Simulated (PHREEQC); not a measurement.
Consider water at 60 °C with 0.0035 mol Al2(SO4)3 and 0.091 mol NiCl2 per kg of water. Closed to the air; pH follows from the charge balance.

Equilibrium calculation in PHREEQC: ion-association model, wateq4f.dat.

Precipitation was switched off in this run.

Problem. Order these S species by the share of S that they hold, largest first: AlSO4+, SO4-2, NiSO4, HSO4-, Al(SO4)2-.

Solution. NiSO4 (41 %), SO4-2 (34 %), AlSO4+ (23 %), Al(SO4)2- (1.5 %), HSO4- (0.86 %)

Problem. Order these Ni species by the share of Ni that they hold, largest first: Ni+2, NiSO4, NiCl2, NiCl+.

Solution. Ni+2 (84 %), NiCl+ (9.0 %), NiSO4 (4.7 %), NiCl2 (2.5 %)

The pH is 3.50 and the ionic strength 0.269 mol/kgw. Saturation is exceeded, for instance for Boehmite (slow to form), Gibbsite (slow to form); the values hold only as long as no solid forms. Species that the database lacks are ignored. At this temperature some constants are extrapolated from 25 °C, and those without enthalpy data are left unchanged.
